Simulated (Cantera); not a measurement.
What does this Cantera script print?

```python
import numpy as np
import cantera as ct

gas = ct.Solution("h2o2.yaml")
gas.TPX = 648, 13332, {'H2': 1, 'O2': 0.227, 'N2': 0.591}
flame = ct.FreeFlame(gas, width=0.16)
flame.set_refine_criteria(ratio=3, slope=0.08, curve=0.16)
flame.transport_model = "mixture-averaged"
flame.solve(loglevel=0, auto=True)
flame.transport_model = "multicomponent"
flame.soret_enabled = True
flame.solve(loglevel=0, refine_grid=True)
z, T = flame.grid, flame.T
thick = (T[-1] - T[0]) / np.gradient(T, z).max()
show = ['H2', 'O2', 'HO2', 'H2O2', 'H', 'O']
print(f"laminar burning velocity  {flame.velocity[0] * 100:.3f} cm/s")
print(f"burnt temperature         {T[-1]:.1f} K")
print(f"thermal thickness         {thick * 1e3:.4f} mm")
print(f"grid points               {len(z)}")
z0 = z[flame.heat_release_rate.argmax()]
print(f"{'z/mm':>9s}{'T/K':>9s}{'u/(m/s)':>9s}" + "".join(f"{s:>11s}" for s in show))
rows = []
for k in (-3, -2, -1.5, -1, -0.5, -0.25, 0, 0.25, 0.5, 1, 2, 4, 8):
    zz = z0 + k * thick
    rows.append([k * thick, np.interp(zz, z, T), np.interp(zz, z, flame.velocity),
                 *(np.interp(zz, z, flame.X[gas.species_index(s)]) for s in show)])
    print(f"{rows[-1][0] * 1e3:9.3f}{rows[-1][1]:9.1f}{rows[-1][2]:9.3f}" + "".join(f"{x:11.3e}" for x in rows[-1][3:]))
```

Output:

```
laminar burning velocity  888.234 cm/s
burnt temperature         2378.8 K
thermal thickness         5.8656 mm
grid points               135
     z/mm      T/K  u/(m/s)         H2         O2        HO2       H2O2          H          O
  -17.597    648.0    8.882  5.501e-01  1.249e-01  2.706e-12  4.047e-14  1.380e-13  1.710e-15
  -11.731    648.0    8.882  5.501e-01  1.249e-01  1.991e-10  4.568e-14  9.461e-11  9.962e-13
   -8.798    648.0    8.882  5.501e-01  1.249e-01  1.454e-08  4.547e-13  9.732e-09  9.777e-11
   -5.866    648.0    8.882  5.500e-01  1.249e-01  1.311e-06  2.870e-10  1.677e-06  1.465e-08
   -2.933    660.1    9.015  5.467e-01  1.250e-01  3.797e-05  2.215e-07  9.773e-04  1.474e-05
   -1.466    778.5   10.471  5.169e-01  1.213e-01  2.675e-05  1.725e-07  1.622e-02  3.735e-04
    0.000   1148.7   15.080  3.431e-01  6.013e-02  1.048e-05  2.612e-07  1.120e-01  5.316e-03
    1.466   1383.4   18.088  2.391e-01  4.465e-03  7.672e-07  1.499e-07  1.618e-01  3.011e-03
    2.933   1471.7   19.149  2.405e-01  1.323e-03  2.103e-07  1.376e-07  1.547e-01  2.426e-03
    5.866   1581.5   20.429  2.514e-01  1.120e-03  1.600e-07  1.227e-07  1.392e-01  2.421e-03
   11.731   1712.6   21.914  2.646e-01  9.808e-04  1.277e-07  8.716e-08  1.201e-01  2.252e-03
   23.462   1854.8   23.476  2.785e-01  7.721e-04  9.657e-08  5.120e-08  9.930e-02  1.878e-03
   46.925   1998.2   25.001  2.921e-01  5.404e-04  7.134e-08  2.747e-08  7.831e-02  1.381e-03
```

Computed with Cantera and the H2/O2 subset of GRI-Mech 3.0, which has no nitrogen chemistry. Burning velocities carry a grid error of a few per cent, more on coarse grids.
